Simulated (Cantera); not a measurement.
A closed system holds: 1 mol Si, 0.24 mol CO₂, 12 mol H₂, held at 1500 Pa.

These are equilibrium values from Cantera (NASA tables, ideal gas, pure condensed phases), not measurements of a reactor. Candidate condensed phases: C, C₆H₆, C₇H₈, C₈H₁₈, H₂O, Si, SiC, SiO₂; 123 gas species. Mutual solubility and eutectic melting of coexisting phases are not modelled. The tables hold silica as quartz up to 1696 K and as liquid above; real silica turns to tridymite and cristobalite and melts near 1996 K. Kinetics and transport are ignored. All values below are at 1450 K.

Base state: H₂ 0.986, SiO 0.0135, CO 0.000302, H 7.67e-5 (mole fractions); condensed: Si(s) + SiC(s) + SiO₂(β-quartz).

Task: What changes in the equilibrium state with this change: Si replaced by Si₃N₄?

Result: 
```tsv
species	before	after
H₂	0.986	0.974
N₂	0	0.0260
H	7.67e-5	7.62e-5
SiO	0.0135	5.79e-6
CO	0.000302	8.38e-6
Si(s), mol	0.444	0
SiC(s), mol	0.236	0.240
SiO₂(β-quartz), mol	0.156	0
Si₂N₂O(s), mol	0	0.480
Si₃N₄(s), mol	0	0.600
```
Further candidate phases: Si₂N₂O, Si₃N₄.
